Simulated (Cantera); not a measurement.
A perfectly stirred reactor is fed with H2 : O2 : N2 = 1 : 1 : 3.76 (molar parts), at 1.01 bar; it is adiabatic with a 625 K inlet, and is followed from long to short residence time, starting on the burning branch (τ in s: 0.21, 0.087, 0.037, 0.015, 0.0065, 0.0027, 0.0011, 0.00048, 0.0002, 8.5e-05).

Detailed kinetics in Cantera: GRI-Mech 3.0 (53 species, 325 reactions).

Question: What does this change do: pressure from 1.01 bar to 1.20 bar?

Answer: 
```csv
quantity,before,after
"blow-out, bracketed by the residence times tried","burning at 85.0 µs, the shortest tried","burning at 85.0 µs, the shortest tried"
x(H2) at τ = 0.210 s,0.000156,0.000135
x(O2) at τ = 0.210 s,0.0945,0.0945
x(O) at τ = 0.210 s,0.000163,0.000140
x(H) at τ = 0.210 s,1.72e-5,1.37e-5
x(H2O) at τ = 0.210 s,0.189,0.189
x(H2) at τ = 2.70 ms,0.00200,0.00166
x(O2) at τ = 2.70 ms,0.0934,0.0935
x(O) at τ = 2.70 ms,0.00199,0.00161
x(H) at τ = 2.70 ms,0.000776,0.000563
x(H2O) at τ = 2.70 ms,0.184,0.185
```

Question: What does this change do: inlet temperature 625 to 725 K?

Answer: 
| quantity | before | after |
|---|---|---|
| blow-out, bracketed by the residence times tried | burning at 85.0 µs, the shortest tried | burning at 85.0 µs, the shortest tried |
| x(H2) at τ = 0.210 s | 0.000156 | 0.000226 |
| x(O2) at τ = 0.210 s | 0.0945 | 0.0942 |
| x(O) at τ = 0.210 s | 0.000163 | 0.000250 |
| x(H) at τ = 0.210 s | 1.72e-5 | 2.97e-5 |
| x(H2O) at τ = 0.210 s | 0.189 | 0.188 |
| x(H2) at τ = 2.70 ms | 0.00200 | 0.00215 |
| x(O2) at τ = 2.70 ms | 0.0934 | 0.0930 |
| x(O) at τ = 2.70 ms | 0.00199 | 0.00224 |
| x(H) at τ = 2.70 ms | 0.000776 | 0.000850 |
| x(H2O) at τ = 2.70 ms | 0.184 | 0.183 |
